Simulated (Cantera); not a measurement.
What does this Cantera script print?

```python
import numpy as np
import cantera as ct

gas_names = """
    AL ALCL ALCL2 ALCL3 ALH AL2 AL2CL6 CL CL2 H HCL H2
""".split()
cond_names = """
    AL(cr) AL(L) ALCL3(s) ALCL3(L)
""".split()


def load(file, names, dense=False):
    # The tables refer to 1 bar. Condensed volumes are neglected.
    table = {s.name: s for s in ct.Species.list_from_file(file)}
    out = []
    for n in names:
        d = dict(table[n].input_data)
        d["thermo"] = dict(d["thermo"], **{"reference-pressure": 1e5})
        if dense:
            d["equation-of-state"] = {"model": "constant-volume", "density": "1e6 g/cm^3"}
        out.append(ct.Species.from_dict(d))
    return out


gas = ct.Solution(thermo="ideal-gas", species=load("nasa_gas.yaml", gas_names))
cond = {s.name: ct.Solution(thermo="fixed-stoichiometry", species=[s], name=s.name)
        for s in load("nasa_condensed.yaml", cond_names, dense=True)}
atoms = {
    'Al': {'AL': 1},
    'Cl2': {'CL': 2},
    'H2': {'H': 2},
}
top_T = {}  # K; cautious upper limits of use, not melting points


def equilibrate(T, P, feed):
    n = {}
    for name, mol in feed.items():
        for a, k in atoms[name].items():
            n[a] = n.get(a, 0.0) + k * mol
    gas.TPX = T, P, n
    mass = sum(n.values()) * gas.mean_molecular_weight
    gas.equilibrate("TP")
    valid = [c for c in cond.values() if c.min_temp <= T <= top_T.get(c.name, c.max_temp)]
    mix = ct.Mixture([(gas, mass / gas.mean_molecular_weight)] + [(c, 0.0) for c in valid])
    mix.T, mix.P = T, P
    mix.equilibrate("TP", solver="vcs", rtol=1e-11, max_steps=5000)
    return mix


results = []
P = 1300  # Pa
for T in [598, 673, 748, 823, 898, 973, 1048, 1123, 1198, 1273, 1348]:
    for m in [0.5, 0.66, 0.88, 1.2, 1.6, 2.1, 2.8, 3.7, 4.9, 6.5, 8.7]:
        feed = {'Al': 1, 'Cl2': m, 'H2': 3.1}  # mol
        mix = equilibrate(T, P, feed)
        results.append((T, P, feed, dict(zip(mix.species_names, mix.species_moles))))

for T, P, feed, n in results:
    print(f"{T:7g} {feed['Cl2']:10.4g}  " + (" + ".join(c for c in cond_names if n.get(c, 0) > 1e-12) or "gas only"))
```

It prints:

```
    598        0.5  AL(cr)
    598       0.66  AL(cr)
    598       0.88  AL(cr)
    598        1.2  AL(cr)
    598        1.6  gas only
    598        2.1  gas only
    598        2.8  gas only
    598        3.7  gas only
    598        4.9  gas only
    598        6.5  gas only
    598        8.7  gas only
    673        0.5  AL(cr)
    673       0.66  AL(cr)
    673       0.88  AL(cr)
    673        1.2  AL(cr)
    673        1.6  gas only
    673        2.1  gas only
    673        2.8  gas only
    673        3.7  gas only
    673        4.9  gas only
    673        6.5  gas only
    673        8.7  gas only
    748        0.5  AL(cr)
    748       0.66  AL(cr)
    748       0.88  AL(cr)
    748        1.2  AL(cr)
    748        1.6  gas only
    748        2.1  gas only
    748        2.8  gas only
    748        3.7  gas only
    748        4.9  gas only
    748        6.5  gas only
    748        8.7  gas only
    823        0.5  AL(cr)
    823       0.66  AL(cr)
    823       0.88  AL(cr)
    823        1.2  AL(cr)
    823        1.6  gas only
    823        2.1  gas only
    823        2.8  gas only
    823        3.7  gas only
    823        4.9  gas only
    823        6.5  gas only
    823        8.7  gas only
    898        0.5  AL(cr)
    898       0.66  AL(cr)
    898       0.88  AL(cr)
    898        1.2  AL(cr)
    898        1.6  gas only
    898        2.1  gas only
    898        2.8  gas only
    898        3.7  gas only
    898        4.9  gas only
    898        6.5  gas only
    898        8.7  gas only
    973        0.5  AL(L)
    973       0.66  AL(L)
    973       0.88  AL(L)
    973        1.2  AL(L)
    973        1.6  gas only
    973        2.1  gas only
    973        2.8  gas only
    973        3.7  gas only
    973        4.9  gas only
    973        6.5  gas only
    973        8.7  gas only
   1048        0.5  AL(L)
   1048       0.66  AL(L)
   1048       0.88  AL(L)
   1048        1.2  gas only
   1048        1.6  gas only
   1048        2.1  gas only
   1048        2.8  gas only
   1048        3.7  gas only
   1048        4.9  gas only
   1048        6.5  gas only
   1048        8.7  gas only
   1123        0.5  AL(L)
   1123       0.66  AL(L)
   1123       0.88  gas only
   1123        1.2  gas only
   1123        1.6  gas only
   1123        2.1  gas only
   1123        2.8  gas only
   1123        3.7  gas only
   1123        4.9  gas only
   1123        6.5  gas only
   1123        8.7  gas only
   1198        0.5  AL(L)
   1198       0.66  gas only
   1198       0.88  gas only
   1198        1.2  gas only
   1198        1.6  gas only
   1198        2.1  gas only
   1198        2.8  gas only
   1198        3.7  gas only
   1198        4.9  gas only
   1198        6.5  gas only
   1198        8.7  gas only
   1273        0.5  AL(L)
   1273       0.66  gas only
   1273       0.88  gas only
   1273        1.2  gas only
   1273        1.6  gas only
   1273        2.1  gas only
   1273        2.8  gas only
   1273        3.7  gas only
   1273        4.9  gas only
   1273        6.5  gas only
   1273        8.7  gas only
   1348        0.5  AL(L)
   1348       0.66  gas only
   1348       0.88  gas only
   1348        1.2  gas only
   1348        1.6  gas only
   1348        2.1  gas only
   1348        2.8  gas only
   1348        3.7  gas only
   1348        4.9  gas only
   1348        6.5  gas only
   1348        8.7  gas only
```

Cantera equilibrium calculation (NASA polynomials, part measured and part estimated; ideal gas, pure solids and liquids). The tables' values for AlCl2 are old estimates.
